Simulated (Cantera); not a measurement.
A closed system holds: 1 mol MgO, 1.7 mol C, 0.13 mol H₂, 2 mol CO, held at 0.133 bar.

Equilibrium computed with Cantera from the NASA thermochemical tables; the gas is ideal and each condensed phase is pure. Candidate condensed phases: C, C₆H₆, C₇H₈, C₈H₁₈, H₂O, Mg, MgCO₃, MgO, Mg(OH)₂; 116 gas species. The tables' values for MgH are old estimates; treat these amounts as uncertain. The numbers say what is thermodynamically allowed, not how fast it happens. All values below are at 2523 K.

Base state: CO 0.722, Mg 0.240, H₂ 0.0249, H 0.0120, C₂H₂ (acetylene) 0.000296, MgH 0.000278, C₂H 1.08e-5 (mole fractions); condensed: C(graphite).

**Question.** What changes in the equilibrium state with this change: pressure from 0.133 bar to 0.0480 bar?

**Answer.** 
```
species             before     after
----------------  --------  --------
CO                   0.722     0.720
Mg                   0.240     0.240
H₂                  0.0249    0.0215
H                   0.0120    0.0186
C₃                 5.31e-6   1.48e-5
MgH               0.000278  0.000155
C₂H                1.08e-5   1.67e-5
C(graphite), mol     0.697     0.697
```
